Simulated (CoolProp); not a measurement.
A single-stage vapour-compression cycle with the fluid: evaporating at 283.15 K (dew point), condensing at 335.15 K (bubble point), superheat 5 K, subcooling 5 K, compressor efficiency 0.75, no pressure losses. The same conditions are run with several fluids, on thermodynamics alone (safety and materials aside).

The numbers come from the reference Helmholtz-energy equation of state of each fluid (R21: Platzer 1990; vinyl chloride: Thol 2022; tetrahydrofuran: Fiedler 2023; n-hexane: Thol 2019; cyclopentane: Gedanitz 2015; dimethyl ether: Wu 2011) in CoolProp. The equations of Platzer and Polt are older, rougher fits.

| fluid | cooling COP | pressure ratio | discharge temperature (K) | refrigerating effect (kJ/kg) | volumetric capacity (kJ/m³) |
|---|---|---|---|---|---|
| R21 | 3.53 | 5.19 | ? | 192 | 903 |
| vinyl chloride | 3.47 | 4.25 | 380.7 | 267 | 1800 |
| tetrahydrofuran | 3.65 | 8.29 | 376.1 | ? | ? |
| n-hexane | 3.43 | ? | 337.1 | 276 | 101 |
| cyclopentane | 3.60 | 6.69 | 361.4 | 335 | 224 |
| dimethyl ether | ? | ? | 363.0 | ? | 2440 |

Q: What belongs in the gaps?

A: 
- R21, discharge temperature (K): 381.8
- tetrahydrofuran, refrigerating effect (kJ/kg): 379
- tetrahydrofuran, volumetric capacity (kJ/m³): 123
- n-hexane, pressure ratio: 8.09
- dimethyl ether, cooling COP: 3.33
- dimethyl ether, pressure ratio: 4.06
- dimethyl ether, refrigerating effect (kJ/kg): 312
